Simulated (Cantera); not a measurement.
Source: NASA polynomial tables (part measured, part estimated), evaluated in Cantera. Values are per mole of reaction as written; species without (g) are pure solids or liquids, kept so even where they would boil at 1 bar.

MgF2 + Cl2(g) ⇌ 2 F(g) + MgCl2(g), with ΔH° = 890.6 kJ and ΔS° = 314.3 J/K at 300 K.

**Question.** How far is the shortcut ΔG° ≈ ΔH°(300 K) − T·ΔS°(300 K) from the full temperature-dependent value at 800, 825, 850, 875, 900, 925, 950 K?

**Answer.** 
```csv
T (K),shortcut (kJ),full (kJ),difference (kJ),difference in log10 K
800,639.2,639.4,-0.2,0.01
825,631.3,631.6,-0.3,0.02
850,623.5,623.9,-0.4,0.02
875,615.6,616.1,-0.5,0.03
900,607.8,608.4,-0.6,0.04
925,599.9,600.6,-0.7,0.04
950,592.0,592.9,-0.9,0.05
```
The shortcut ignores the heat-capacity change of the reaction.
